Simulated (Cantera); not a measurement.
An isothermal, constant-pressure homogeneous reactor starts with 23.8 % NH₃, 76.2 % H₂, at 2400 K and 100.0 Torr.

Cantera simulation using the gas-phase N/H chemistry of the illustrative SiF4/NH3 mechanism in the Surface Chemkin manual (1991); the numbers are that mechanism's predictions, not measurements. Walls and surfaces, which speed up NH3 decomposition in real reactors, are not modelled.

x: mole fraction; the columns are a selection and need not sum to one.

```
t (s)        x NH₃   x H₂      x N     x N₂    x NH₂      x H
--------  --------  -----  -------  -------  -------  -------
0.000100     0.236  0.761  1.92e-6  4.53e-5  0.00121  0.00121
0.000459     0.227  0.765  1.26e-5  0.00340  0.00224  0.00235
0.00210          …  0.791  1.30e-5        …        …        …
0.00965     0.0708  0.857  1.39e-5   0.0668  0.00103  0.00387
0.0443    0.000226  0.881  1.02e-5   0.0949  1.97e-5   0.0238
0.203      1.61e-6  0.865  3.90e-7   0.0942  2.45e-7   0.0408
0.932      4.24e-7  0.865  1.03e-7   0.0942  6.47e-8   0.0408
4.28       3.83e-7  0.865  9.32e-8   0.0942  5.84e-8   0.0408
19.6       3.83e-7  0.865  9.32e-8   0.0942  5.84e-8   0.0408
90.0       3.83e-7  0.865  9.32e-8   0.0942  5.84e-8   0.0408
```

What belongs in the gaps?


- 0.00210, x NH₃: 0.182
- 0.00210, x N₂: 0.0214
- 0.00210, x NH₂: 0.00194
- 0.00210, x H: 0.00261
